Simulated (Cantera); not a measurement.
An isothermal, constant-pressure homogeneous reactor starts with 0.695 % H₂, 99.3 % O₂, equivalence ratio 0.0035, at 1048 K and 9.00 Torr.

Detailed kinetics in Cantera: the H2/O2 subset of GRI-Mech 3.0, which has no nitrogen chemistry. Radical loss at walls, strong at low pressure, is not modelled.

x: mole fraction; the columns are a selection and need not sum to one.

```tsv
t (s)	x H₂	x O₂	x HO₂	x H	x OH	x H₂O	x O
0.000200	0.00695	0.993	4.24e-11	2.06e-11	2.23e-11	2.47e-12	2.39e-11
0.000433	0.00695	0.993	9.20e-11	3.02e-11	6.75e-11	1.74e-11	7.79e-11
0.000938	0.00695	0.993	2.00e-10	5.25e-11	1.92e-10	1.10e-10	2.54e-10
0.00203	0.00695	0.993	4.38e-10	1.38e-10	6.65e-10	7.42e-10	1.02e-9
0.00440	0.00695	0.993	1.00e-9	8.82e-10	[?]	[?]	[?]
0.00953	0.00695	0.993	5.99e-9	4.25e-8	2.32e-7	4.44e-7	3.99e-7
0.0206	0.00537	0.992	1.81e-6	0.000162	0.000505	0.00125	0.00105
0.0447	3.89e-5	0.988	1.23e-6	0.000278	0.000341	0.00661	0.00471
0.0969	1.60e-5	0.989	9.58e-7	0.000148	0.000252	0.00675	0.00340
0.210	8.85e-6	0.991	7.28e-7	6.09e-5	0.000188	0.00683	0.00189
0.454	3.59e-6	0.992	4.67e-7	1.60e-5	0.000120	0.00690	0.000776
0.984	1.11e-6	0.993	2.48e-7	2.85e-6	6.77e-5	0.00694	0.000245
2.13	2.90e-7	0.993	1.11e-7	4.01e-7	3.53e-5	0.00696	6.61e-5
4.62	[?]	0.993	[?]	[?]	[?]	0.00697	[?]
10.0	1.89e-8	0.993	1.51e-8	7.28e-9	9.31e-6	0.00697	4.55e-6
```

Q: Fill in the missing entries.

A: 
- 0.00440, x OH: 4.72e-9
- 0.00440, x H₂O: 8.03e-9
- 0.00440, x O: 8.00e-9
- 4.62, x H₂: 7.23e-8
- 4.62, x HO₂: 4.28e-8
- 4.62, x H: 5.24e-8
- 4.62, x OH: 1.79e-5
- 4.62, x O: 1.70e-5
